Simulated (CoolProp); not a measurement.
Properties of dimethyl carbonate along the isotherm 288.25 °C (Tc = 283.9 °C, pc = 49.09 bar, ω = 0.346).

Values from CoolProp's reference Helmholtz-energy equation of state, Zhou 2011.

| p (bar) | phase | density (kg/m³) | cp (kJ/(kg K)) | isothermal compressibility (1/MPa) | expansivity (1/kK) |
|---|---|---|---|---|---|
| 8.77 | gas | 18.05 | 1.835 | 1.219 | 2.195 |
| 17.5 | gas | 38.85 | 1.898 | 0.6665 | 2.812 |
| 26.3 | gas | 64.15 | 2.005 | 0.5018 | 3.853 |
| 35.1 | gas | 97.16 | 2.223 | (withheld) | 5.970 |
| 43.8 | gas | 147.7 | 2.897 | 0.5385 | 12.37 |
| 52.6 | supercritical | 394.0 | 23.38 | 2.266 | 184.1 |
| 61.4 | supercritical | 536.2 | 4.371 | 0.1065 | 16.01 |
| 70.1 | supercritical | 572.8 | 3.566 | 0.05613 | 9.965 |
| 78.9 | supercritical | 596.5 | 3.227 | 0.03830 | 7.557 |
| 87.7 | supercritical | 614.3 | 3.033 | 0.02920 | 6.230 |
| 96.4 | supercritical | (withheld) | 2.906 | 0.02372 | 5.383 |
| 105 | supercritical | 640.3 | 2.815 | 0.02006 | (withheld) |
| 114 | supercritical | 651.2 | 2.742 | 0.01730 | 4.324 |
| 123 | supercritical | 660.7 | 2.685 | 0.01523 | 3.963 |

Q: Some entries are withheld; supply them.

A: 
- 35.1, isothermal compressibility (1/MPa): 0.4574
- 96.4, density (kg/m³): 628.5
- 105, expansivity (1/kK): 4.789

The peak of cp marks the crossing from liquid-like to gas-like fluid above the critical point.
